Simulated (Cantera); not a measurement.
Feed: 1 mol CH3OH, 0.54 mol H2, held at 652 °C and 18.0 mbar.

These are equilibrium values from Cantera (NASA tables, ideal gas, pure condensed phases), not measurements of a reactor. Candidate condensed phases: C, C6H6, C7H8, C8H18, H2O; 110 gas species. The numbers say what is thermodynamically allowed, not how fast it happens.

Base state: H2 0.716, CO 0.272, H2O 0.00522, CO2 0.00402, CH4 0.00210 (mole fractions); condensed: C(graphite).

Q: What changes in the equilibrium state with this change: pressure from 18.0 mbar to 0.100 bar?

A: 
```
species            before   after
----------------  -------  ------
H2                  0.716   0.708
CO                  0.272   0.238
H2O               0.00522  0.0251
CO2               0.00402  0.0171
CH4               0.00210  0.0114
C(graphite), mol   0.0250   0.103
```
